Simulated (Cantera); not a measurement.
Feed: 1 mol V, 20 mol NH3, at 1.30 Pa.

These are equilibrium values from Cantera (NASA tables, ideal gas, pure condensed phases), not measurements of a reactor. Candidate condensed phases: V, VN; 11 gas species. Equilibrium is a limit: real reactors are often held back by kinetics, nucleation or transport.

Task: At 1950 K, list the 4 most abundant gas species with their mole fractions, and the condensed phases.

Result: H2 0.531, H 0.232, N2 0.216, V 0.0216. Condensed: gas only.
